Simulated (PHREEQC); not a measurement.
## Copper plating or etch bath

Make-up at 20 °C: 0.041 mol Cu(BF4)2, 0.064 mol HCl and 0.0011 mol NaCl per kg of water. Closed to the air; pH follows from the charge balance.

All values are PHREEQC results (ion-association model, wateq4f.dat), not measurements.

Each row changes one thing in this solution. This is a speciation only: nothing precipitates in the calculation.

```json
[
 {"case": "as made", "pH": "1.30", "ionic strength (mol/kgw)": "0.182", "HF (mol/kgw)": "0.0112", "H2F2 (mol/kgw)": "0.000405", "F- (mol/kgw)": "0.000238", "HF2- (mol/kgw)": "1.02e-5"},
 {"case": "Cu(BF4)2 replaced by HBF4 at the same molality", "pH": "1.07", "ionic strength (mol/kgw)": "0.104", "HF (mol/kgw)": "0.0109", "H2F2 (mol/kgw)": "0.000376", "F- (mol/kgw)": "0.000126", "HF2- (mol/kgw)": "5.16e-6"},
 {"case": "HCl from 0.064 to 0.64 mol/kgw", "pH": "0.32", "ionic strength (mol/kgw)": "0.740", "HF (mol/kgw)": "0.0142", "H2F2 (mol/kgw)": "0.000746", "F- (mol/kgw)": "4.24e-5", "HF2- (mol/kgw)": "2.63e-6"},
 {"case": "diluted 10-fold with water", "pH": "2.27", "ionic strength (mol/kgw)": "0.0182", "HF (mol/kgw)": "0.00456", "H2F2 (mol/kgw)": "6.50e-5", "F- (mol/kgw)": "0.000717", "HF2- (mol/kgw)": "1.21e-5"},
 {"case": "Cu(BF4)2 replaced by NaF at the same molality", "pH": "1.68", "ionic strength (mol/kgw)": "0.0667", "HF (mol/kgw)": "0.0325", "H2F2 (mol/kgw)": "0.00334", "F- (mol/kgw)": "0.00146", "HF2- (mol/kgw)": "0.000177"},
 {"case": "NaCl left out", "pH": "1.30", "ionic strength (mol/kgw)": "0.181", "HF (mol/kgw)": "0.0112", "H2F2 (mol/kgw)": "0.000405", "F- (mol/kgw)": "0.000238", "HF2- (mol/kgw)": "1.02e-5"}
]
```

The ionic strength passes 0.7 mol/kgw, the rough limit of the ion-association models, in HCl from 0.064 to 0.64 mol/kgw. Real BF4- forms and hydrolyses slowly; the run takes it at equilibrium.
